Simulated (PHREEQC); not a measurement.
A made-up water analysis in mg/L, 40 °C, pH 5.71, pe -1.8: Na 0.669; K 3.79; Ca 5.61; Mg 1.6; Cl 7.93; S(6) as SO4 1.55; Alkalinity as HCO3 18.3; Mn(2) 0.0169; Br 0.028; N(-3) as NH4 0.0349; F 0.00143; Li 0.00127.

Valence states are taken as typed.

All values are PHREEQC results (ion-association model, wateq4f.dat), not measurements.

Precipitation was switched off in this run.

Question: What charge-balance error does the model give?

Answer: charge-balance error -1.5 %.

Question: In which forms is C present?

Answer: CO2 79 %, HCO3- 21 % of the C.

Complexes and solids missing from the database can't appear. At this temperature some constants are extrapolated from 25 °C, and those without enthalpy data are left unchanged.
